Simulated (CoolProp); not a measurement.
The numbers come from the reference Helmholtz-energy equation of state, McLinden 2015 in CoolProp.

Question: For the fluoroketone C6F12O (FK-5-1-12), give the phase and the speed of sound (m/s), fugacity coefficient at 266.9 K and 4.67 MPa.

Answer: 
- 266.9 K and 4.67 MPa: liquid; speed of sound 632, fugacity coefficient 0.00278
